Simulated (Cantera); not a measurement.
Cantera run, input and output.

```python
import numpy as np
import cantera as ct

surf = ct.Interface("diamond.yaml", "diamond_100")
gas, bulk = surf.adjacent["gas"], surf.adjacent["diamond"]
k = surf.kinetics_species_index(bulk.species_names[0])
cover = ["c6HH", "c6H*", "c6*H", "c6**", "c6HM", "c6B"]

rows, drift = [], 0.0
print(f"{'P':>10s}{'um/h':>11s}" + "".join(f"{s:>11s}" for s in cover))
for v in [330, 640, 1200, 2400, 4500, 8700, 17000, 32000]:
    T, P, xH, xCH3 = 1250, v, 0.0017, 8.6e-05
    gas.TPX = T, P, {"H": xH, "CH3": xCH3, "CH4": 0.0087, "H2": 1 - xH - xCH3 - 0.0087}
    surf.TP = bulk.TP = T, P
    surf.coverages = "c6H*:0.1, c6HH:0.9"
    surf.advance_coverages(100.0)
    before = surf.coverages
    surf.advance_coverages(100.0)
    drift = max(drift, np.max(np.abs(surf.coverages - before) / (surf.coverages + 1e-9)))
    rate = surf.net_production_rates[k] * bulk.mean_molecular_weight / bulk.density * 3.6e9
    rows.append([rate, *surf[cover].coverages])
    print(f"{v:10.4g}{rate:11.4e}" + "".join(f"{x:11.3e}" for x in rows[-1][1:]))
```

It prints:

```
         P       um/h       c6HH       c6H*       c6*H       c6**       c6HM        c6B
       330 1.8807e-02  4.274e-01  4.283e-02  4.991e-01  3.018e-02  3.170e-05  5.103e-11
       640 4.3418e-02  4.274e-01  4.282e-02  4.990e-01  3.014e-02  6.391e-05  1.178e-10
      1200 9.3446e-02  4.274e-01  4.281e-02  4.989e-01  3.012e-02  1.221e-04  2.536e-10
      2400 2.2031e-01  4.273e-01  4.281e-02  4.988e-01  3.010e-02  2.451e-04  5.978e-10
      4500 5.0197e-01  4.272e-01  4.280e-02  4.986e-01  3.008e-02  4.531e-04  1.362e-09
      8700 1.2747e+00  4.269e-01  4.278e-02  4.982e-01  3.006e-02  8.434e-04  3.459e-09
   1.7e+04 3.5130e+00  4.264e-01  4.276e-02  4.976e-01  3.002e-02  1.527e-03  9.533e-09
   3.2e+04 9.4248e+00  4.258e-01  4.273e-02  4.966e-01  2.998e-02  2.531e-03  2.557e-08
```

Cantera simulation using the Harris–Goodwin 1993 mechanism for the reconstructed diamond (100) surface; the numbers are that mechanism's predictions, not measurements.
